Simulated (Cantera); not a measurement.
Input: 1 mol SiH₂Cl₂, 0.016 mol C₃H₈, 1800 mol H₂, held at 2325 K and 1.33 mbar.

Method: chemical equilibrium by Gibbs-energy minimisation in Cantera with the NASA 1993 tables (ideal gas, pure condensed phases). Rates play no part.

```json
[
 {"species": "H₂", "before": "0.739", "after": "0.838"},
 {"species": "H", "before": "0.259", "after": "0.161"},
 {"species": "HCl", "before": "0.000771", "after": "0.000895"},
 {"species": "Si", "before": "0.000477", "after": "0.000502"},
 {"species": "Cl", "before": "0.000194", "after": "0.000125"},
 {"species": "C₂H₂ (acetylene)", "before": "1.08e-5", "after": "1.18e-5"}
]
```
Gas species are given as mole fractions.

**Question.** Which change was made?
A. temperature from 2325 K to 2223.15 K
B. temperature from 2325 K to 1623 K
C. H₂ from 1800 to 1.3 mol
D. pressure from 1.33 mbar to 48.0 mbar

**Answer.** A, temperature from 2325 K to 2223.15 K
